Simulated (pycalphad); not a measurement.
**Effect of Si content in Mg-Si**

Computed with pycalphad from the COST 507 light-alloy database (1999), at 1 atm. No gas phase is included, though pure Mg would boil below 1481 K. The data set is of 1999 and partly superseded. Phase fractions are per mole of atoms. Kinetics are ignored, which matters at the lower temperatures.

```tsv
alloy	liquidus (K)	first solid	solidus (K)	phases at 450 K
Mg-10.48Si (wt.%)	1150	MG2SI	912	HCP_A3 0.72, MG2SI 0.28
Mg-40.22Si (wt.%)	1345	MG2SI	1217	MG2SI 0.95, DIAMOND_A4 0.05
Mg-76.31Si (wt.%)	1481	DIAMOND_A4	1217	DIAMOND_A4 0.60, MG2SI 0.40
```

Database names, with the compositions (at.%) that they take in these runs: MG2SI: Mg 67 Si 33. HCP_A3 is hcp; DIAMOND_A4 is diamond (Si).
